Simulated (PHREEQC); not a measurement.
Dissolve 0.046 mol/kgw HCl, 0.00036 mol/kgw CuSO4, 0.00017 mol/kgw CuCl2 and 0.018 mol/kgw NaF at 45 °C. Closed to the air; pH follows from the charge balance.

Equilibrium calculation in PHREEQC: ion-association model, phreeqc.dat.

| Property | Result |
|---|---|
| pH | 1.62 |
| ionic strength | 0.0478 mol/kgw |
| specific conductance | 18700 µS/cm |
| total alkalinity | -46.0 meq/kg |

```json
[
 {"species": "Cl-", "molality": "0.0463", "activity": "0.0375", "log γ": "-0.091"},
 {"species": "H+", "molality": "0.0282", "activity": "0.0240", "log γ": "-0.070"},
 {"species": "Na+", "molality": "0.0180", "activity": "0.0148", "log γ": "-0.085"},
 {"species": "HF", "molality": "0.0175", "activity": "0.0177", "log γ": "0.005"},
 {"species": "Cu+2", "molality": "0.000456", "activity": "0.000217", "log γ": "-0.322"},
 {"species": "F-", "molality": "0.000418", "activity": "0.000338", "log γ": "-0.092"},
 {"species": "HSO4-", "molality": "0.000238", "activity": "0.000194", "log γ": "-0.087"},
 {"species": "SO4-2", "molality": "0.000114", "activity": "5.21e-5", "log γ": "-0.341"},
 {"species": "CuCl+", "molality": "6.76e-5", "activity": "5.50e-5", "log γ": "-0.090"},
 {"species": "HF2-", "molality": "3.13e-5", "activity": "2.56e-5", "log γ": "-0.087"},
 {"species": "NaSO4-", "molality": "5.27e-6", "activity": "4.35e-6", "log γ": "-0.083"}
]
```

No solid was allowed to form. Constants without temperature data keep their 25 °C values here.
